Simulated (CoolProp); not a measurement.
Vapour-liquid equilibrium of fluoroethane (R161) (1) + R134a (2) at 0.965 MPa; x and y are mole fractions of (1).

The numbers come from the multi-fluid Helmholtz-energy mixture model, Wu 2012 and Tillner-Roth 1994; pair parameters Bell 2016 in CoolProp.

Problem. Give the bubble temperature and the first vapour's composition at x = 0.125, 0.35, 0.65. Is there an azeotrope?

Solution. x = 0.125: 310.2 K, y = 0.145; x = 0.35: 308.0 K, y = 0.399; x = 0.65: 304.5 K, y = 0.709. No azeotrope shows between x = 0.05 and 0.95.

The pair parameters rest on a limited set of measurements; away from them the model extrapolates.
